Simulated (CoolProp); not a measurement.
A single-stage vapour-compression cycle with the fluid: evaporating at 270.15 K (dew point), condensing at 336.15 K (bubble point), superheat 5 K, subcooling 0 K, compressor efficiency 0.7, no pressure losses. The same conditions are run with several fluids, on thermodynamics alone (safety and materials aside).

Values from CoolProp's reference Helmholtz-energy equation of state of each fluid (R1233zd(E): Akasaka 2022; R1336mzz(Z): McLinden 2020; propylene: Lemmon 2013; R143a: Lemmon and Jacobsen 2000; vinyl chloride: Thol 2022; n-butane: Bücker 2006).

```tsv
fluid	cooling COP	pressure ratio	discharge temperature (K)	refrigerating effect (kJ/kg)	volumetric capacity (kJ/m³)
R1233zd(E)	?	10.0	357.2	129	318
R1336mzz(Z)	2.00	?	341.6	?	161
propylene	1.78	5.03	369.5	208	?
R143a	1.41	5.44	361.7	79.4	1910
vinyl chloride	2.24	6.89	?	248	1090
n-butane	2.04	7.46	349.9	232	563
```

Question: Fill in the missing entries.

Answer: 
- R1233zd(E), cooling COP: 2.13
- R1336mzz(Z), pressure ratio: 12.5
- R1336mzz(Z), refrigerating effect (kJ/kg): 103
- propylene, volumetric capacity (kJ/m³): 2280
- vinyl chloride, discharge temperature (K): 403.5
